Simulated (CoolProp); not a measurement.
Computed with CoolProp (reference Helmholtz-energy equation of state, Colonna 2008). It is a short technical equation, of lower accuracy than the large ones.

Q: Give the vapour pressure (bar), liquid density (kg/m³), enthalpy of vaporisation (kJ/kg), liquid cp (kJ/(kg K)) of saturated dodecamethylcyclohexasiloxane (D6) at 101.85 °C.

A: 
| T (°C) | p (bar) | liquid density (kg/m³) | enthalpy of vaporisation (kJ/kg) | liquid cp (kJ/(kg K)) |
|---|---|---|---|---|
| 101.85 | 0.00768 | 883 | 137 | 1.72 |
